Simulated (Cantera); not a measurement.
Input: 1 mol SiC, 0.093 mol H2O, 120 mol H2, held at 2.20e-5 bar.

Cantera equilibrium calculation (NASA polynomials, part measured and part estimated; ideal gas, pure solids and liquids). Candidate condensed phases: C, C6H6, C7H8, C8H18, H2O, Si, SiC, SiO2; 123 gas species. Mutual solubility and eutectic melting of coexisting phases are not modelled. Kinetics and transport are ignored.

Which condensed phases are stable at each of these points (T (K)): 948, 973, 998, 1023, 1048, 1073, 1098, 1123, 1148, 1173, 1198, 1223?


| T (K) | condensed phases | Si condensed (%) |
|---|---|---|
| 948 | SiC(s) + SiO2(β-quartz) | 100.0 |
| 973 | SiC(s) + SiO2(β-quartz) | 100.0 |
| 998 | SiC(s) + SiO2(β-quartz) | 100.0 |
| 1023 | SiC(s) + SiO2(β-quartz) | 99.9 |
| 1048 | SiC(s) + SiO2(β-quartz) | 99.8 |
| 1073 | SiC(s) + SiO2(β-quartz) | 99.2 |
| 1098 | SiC(s) + SiO2(β-quartz) | 97.4 |
| 1123 | SiC(s) | 95.4 |
| 1148 | SiC(s) | 95.4 |
| 1173 | SiC(s) | 95.3 |
| 1198 | SiC(s) | 95.3 |
| 1223 | SiC(s) | 95.3 |

From 948 K to 1098 K the condensed part is SiC(s) + SiO2(β-quartz). From 1123 K to 1223 K the condensed part is SiC(s).
